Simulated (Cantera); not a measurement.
Predominance diagram of Li at 1425 K against the partial pressures of O₂ and Cl₂ (log10, bar). Standard-state values (1 bar) from the NASA 1993 polynomials, evaluated with Cantera. Candidates: Li(l), LiCl(l), Li₂O(s). Only these pure phases compete in this equilibrium. Not in the tables: the peroxide.

Task: Which phase is stable at these pairs, and which metal-bearing vapour leads over it? (-14.1, -8.8); (-18.8, -3.8); (-2.4, -10); (-15.3, -3.8); (-11.8, -1.2); (-8.2, -10); (-3.5, -1.2)

Result: 
```json
[
 {"log p(O₂)": "-14.1", "log p(Cl₂)": "-8.8", "phase": "LiCl(l)", "chief vapour": "LiCl", "log p (bar)": "-1.0"},
 {"log p(O₂)": "-18.8", "log p(Cl₂)": "-3.8", "phase": "LiCl(l)", "chief vapour": "LiCl", "log p (bar)": "-1.0"},
 {"log p(O₂)": "-2.4", "log p(Cl₂)": "-10", "phase": "Li₂O(s)", "chief vapour": "LiCl", "log p (bar)": "-1.6"},
 {"log p(O₂)": "-15.3", "log p(Cl₂)": "-3.8", "phase": "LiCl(l)", "chief vapour": "LiCl", "log p (bar)": "-1.0"},
 {"log p(O₂)": "-11.8", "log p(Cl₂)": "-1.2", "phase": "LiCl(l)", "chief vapour": "LiCl", "log p (bar)": "-1.0"},
 {"log p(O₂)": "-8.2", "log p(Cl₂)": "-10", "phase": "LiCl(l)", "chief vapour": "LiCl", "log p (bar)": "-1.0"},
 {"log p(O₂)": "-3.5", "log p(Cl₂)": "-1.2", "phase": "LiCl(l)", "chief vapour": "LiCl", "log p (bar)": "-1.0"}
]
```
